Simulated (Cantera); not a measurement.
Feed: 1 mol Ni, 0.22 mol NH3, 1.7 mol N2, held at 12000 Pa.

These are equilibrium values from Cantera (NASA tables, ideal gas, pure condensed phases), not measurements of a reactor. Candidate condensed phases: Ni; 10 gas species. Rates play no part.

x: gas mole fraction; n: condensed amount in mol.

```
T (K)   x N2   x H2       x H      x Ni    x NH3     x NH2       x N  n Ni(s)  n Ni(l)
-----  -----  -----  --------  --------  -------  --------  --------  -------  -------
1348   0.846  0.154   2.62e-6   9.48e-9  6.89e-7  2.72e-11    <1e-12     1.00        0
1423   0.846  0.154   7.53e-6   6.90e-8  5.29e-7  6.45e-11    <1e-12     1.00        0
1498   0.846  0.154   1.95e-5   4.10e-7  4.16e-7  1.40e-10    <1e-12    1.000        0
1573   0.846  0.154       ___       ___      ___       ___    <1e-12    1.000        0
1648   0.846  0.154  0.000101   8.81e-6  2.76e-7  5.37e-10  5.07e-12    1.000        0
1723   0.846  0.154       ___       ___      ___       ___       ___    1.000        0
1798   0.846  0.154  0.000399  0.000107  1.95e-7   1.64e-9  9.37e-11        0    1.000
1873   0.845  0.154  0.000731  0.000311  1.68e-7   2.68e-9  3.38e-10        0    0.999
1948   0.845  0.153   0.00128  0.000832  1.45e-7   4.22e-9   1.11e-9        0    0.998
2023   0.843  0.153   0.00214   0.00206  1.27e-7   6.39e-9   3.32e-9        0    0.996
```

**Question.** What belongs in the gaps?

**Answer.** 
- 1573, x H: 4.61e-5
- 1573, x Ni: 2.05e-6
- 1573, x NH3: 3.35e-7
- 1573, x NH2: 2.84e-10
- 1723, x H: 0.000207
- 1723, x Ni: 3.33e-5
- 1723, x NH3: 2.30e-7
- 1723, x NH2: 9.63e-10
- 1723, x N: 2.32e-11
